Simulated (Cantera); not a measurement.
Input (Python, Cantera):

```python
import numpy as np
import cantera as ct

gas = ct.Solution("gri30.yaml")
gas.TPX = 1625, 500000, {'CO': 1, 'H2': 0.13, 'O2': 1.45, 'N2': 14.5}
reactor = ct.IdealGasReactor(gas, energy="on", clone=False)
net = ct.ReactorNet([reactor])
net.rtol, net.atol = 1e-08, 1e-16
show = ['CO', 'H2', 'O2', 'CO2', 'HO2']
times = np.geomspace(2e-06, 0.4, 13)

steps = ct.SolutionArray(gas, extra=["t"])
rows = []
print(f"{'t/s':>10s}{'T/K':>9s}{'P/Pa':>11s}" + "".join(f"{s:>11s}" for s in show))
for t in times:
    while net.time < t:
        t_next = net.step()
        steps.append(gas.state, t=t_next)
    rows.append([np.interp(t, steps.t, y) for y in (steps.T, steps.P, *steps(*show).X.T)])
    print(f"{t:10.3e}{rows[-1][0]:9.1f}{rows[-1][1]:11.4g}" + "".join(f"{x:11.3e}" for x in rows[-1][2:]))
rate = np.gradient(steps.T, steps.t)
print("integrator steps:", len(steps.t))
if steps.T.max() > steps.T[0] + 200:
    print(f"time of steepest temperature rise: {steps.t[rate.argmax()]:.4e} s")
gas.TPX = 1625, 500000, {'CO': 1, 'H2': 0.13, 'O2': 1.45, 'N2': 14.5}
gas.equilibrate("UV")
print(f"equilibrium (UV): T = {gas.T:.1f} K  " + "  ".join(f"{s} {gas[s].X[0]:.3e}" for s in show))
```

Output:

```
       t/s      T/K       P/Pa         CO         H2         O2        CO2        HO2
 2.000e-06   1625.0      5e+05  5.855e-02  7.610e-03  8.489e-02  6.824e-07  2.095e-07
 5.531e-06   1625.1      5e+05  5.853e-02  7.559e-03  8.484e-02  2.073e-05  4.236e-06
 1.529e-05   1685.5   5.17e+05  5.055e-02  4.239e-04  7.416e-02  8.174e-03  3.242e-05
 4.229e-05   1928.6  5.843e+05  2.463e-02  3.142e-04  6.095e-02  3.483e-02  1.755e-05
 1.170e-04   2149.1  6.432e+05  7.679e-03  1.415e-04  5.537e-02  5.251e-02  5.139e-06
 3.234e-04   2222.8  6.625e+05  2.249e-03  4.436e-05  5.391e-02  5.819e-02  1.657e-06
 8.944e-04   2240.6  6.672e+05  8.970e-04  2.021e-05  5.352e-02  5.960e-02  1.096e-06
 2.473e-03   2241.4  6.673e+05  8.012e-04  1.856e-05  5.342e-02  5.970e-02  1.065e-06
 6.840e-03   2240.2   6.67e+05  7.965e-04  1.847e-05  5.320e-02  5.971e-02  1.058e-06
 1.891e-02   2237.2  6.661e+05  7.854e-04  1.825e-05  5.268e-02  5.972e-02  1.040e-06
 5.231e-02   2231.4  6.643e+05  7.641e-04  1.784e-05  5.167e-02  5.974e-02  1.006e-06
 1.446e-01   2224.9  6.624e+05  7.411e-04  1.739e-05  5.054e-02  5.977e-02  9.687e-07
 4.000e-01   2222.9  6.618e+05  7.341e-04  1.725e-05  5.019e-02  5.978e-02  9.573e-07
integrator steps: 1258
time of steepest temperature rise: 1.3007e-05 s
equilibrium (UV): T = 2222.8 K  CO 7.339e-04  H2 1.725e-05  O2 5.018e-02  CO2 5.978e-02  HO2 9.571e-07
```

Computed with Cantera and GRI-Mech 3.0 (53 species, 325 reactions). The hydrogen kinetics of GRI-Mech 3.0 are dated; newer H2 mechanisms differ, most at raised pressure.
